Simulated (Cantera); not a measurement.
Feed: 1 mol SiH2Cl2, 0.19 mol HCl, 4.5 mol N2, held at 1330 Pa.

Equilibrium computed with Cantera from the NASA thermochemical tables; the gas is ideal and each condensed phase is pure. Candidate condensed phases: NH4Cl, Si, Si3N4; 28 gas species. N2 is the only nitrogen source here; it is nearly inert below about 1500 K, so the nitride shown seldom forms there in practice. Kinetics and transport are ignored.

Over these rows the condensed part is Si3N4(s). Partial pressures as log10 of bar:

```
T (K)  1000/T (1/K)  log p SiCl2  log p N2  log p HCl  log p H2  log p SiCl4
-----  ------------  -----------  --------  ---------  --------  -----------
1000         1.0000        -7.67     -2.05      -2.54     -3.00        -3.30
1075         0.9302            ?     -2.05      -2.52     -3.02        -3.33
1150         0.8696        -5.77     -2.05      -2.51     -3.04        -3.35
1225         0.8163        -5.01     -2.05      -2.51     -3.05        -3.38
1300         0.7692        -4.35     -2.05      -2.50     -3.06        -3.43
1375         0.7273        -3.80     -2.05      -2.51     -3.06        -3.55
```

### Question
Fit log p(SiCl2) = a + b·(1000/T) to the five rows, give the apparent enthalpy, and predict the row at 1075 K.

### Answer
Means: 1000/T = 0.8365, log p = -5.320. Sxy = -0.636647, Sxx = 0.0446898, so b = -14.25 and a = -5.320 − (-14.25)×0.8365 = 6.60.
Apparent enthalpy: −19.145 × (-14.25) = 273 kJ/mol. With the condensed phases at unit activity, 1/6 Si3N4(s) + 1/2 SiCl4(g) = SiCl2(g) + 1/3 N2(g) links this pressure to the main gases: over the six rows their terms move log p by -0.12 in all, so the slope is close to that reaction's ΔH°. The five rows lie within 0.04 of the line.
Prediction at 1075 K: 6.60 + (-14.25)×0.9302 = -6.66. The computed value is -6.65, 0.01 from the line.
